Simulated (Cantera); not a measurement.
A perfectly stirred reactor is fed with N2O : O2 = 1 : 0.39 (molar parts), at 0.0140 bar; it is held at 1600 K, and followed from long to short residence time.

Detailed kinetics in Cantera: GRI-Mech 3.0 (53 species, 325 reactions). GRI-Mech 3.0 was tuned for natural gas; its chemistry of N2O as a main component is partial and can be far from experiment. Radical loss at walls, strong at low pressure, is not modelled. The temperature is held fixed by assumption; the heat of reaction is taken as removed at once.

Q: What does this change do: pressure from 0.0140 bar to 0.00920 bar?

A: 
```csv
quantity,before,after
x(N2O) at τ = 8.40 s,0.0253,0.0373
x(O2) at τ = 8.40 s,0.390,0.387
x(NO) at τ = 8.40 s,0.149,0.148
x(N2) at τ = 8.40 s,0.436,0.427
x(O) at τ = 8.40 s,0.000168,0.000172
x(N2O) at τ = 83.0 ms,0.563,0.609
x(O2) at τ = 83.0 ms,0.305,0.298
x(NO) at τ = 83.0 ms,0.0343,0.0243
x(N2) at τ = 83.0 ms,0.0976,0.0693
x(O) at τ = 83.0 ms,0.000174,0.000174
```

Q: What does this change do: 0.039 parts H2O added?

A: 
```
quantity                 before     after
---------------------  --------  --------
x(N2O) at τ = 8.40 s     0.0253    0.0223
x(O2) at τ = 8.40 s       0.390     0.396
x(NO) at τ = 8.40 s       0.149     0.117
x(N2) at τ = 8.40 s       0.436     0.443
x(O) at τ = 8.40 s     0.000168  0.000149
x(N2O) at τ = 83.0 ms     0.563     0.533
x(O2) at τ = 83.0 ms      0.305     0.301
x(NO) at τ = 83.0 ms     0.0343    0.0314
x(N2) at τ = 83.0 ms     0.0976     0.107
x(O) at τ = 83.0 ms    0.000174  0.000170
```
